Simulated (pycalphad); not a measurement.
**Effect of Y content in Si-Y**

All values are pycalphad results on the COST 507 light-alloy database (1999) (1 atm), not direct measurements. The data set is of 1999 and partly superseded. Phase fractions are per mole of atoms.

Question: One of these alloys has its liquidus at 1506 K, its solidus at 1485 K, and holds diamond (Si) 0.66, SI2Y_R 0.34 at 850 K. Which?
(A) Si-11.35Y (at.%)
(B) Si-68.1Y (at.%)
(C) Si-5.68Y (at.%)
(D) Si-22.7Y (at.%)
(E) Si-90.8Y (at.%)

Answer: A, Si-11.35Y (at.%). The others: Si-5.68Y (at.%), liquidus 1622, solidus 1485; Si-22.7Y (at.%), liquidus 1766, solidus 1485; Si-68.1Y (at.%), liquidus 2115, solidus 1528; Si-90.8Y (at.%), liquidus 1552, solidus 1528

Database names, with the compositions (at.%) that they take in these runs: SI2Y_R: Si 67 Y 33.
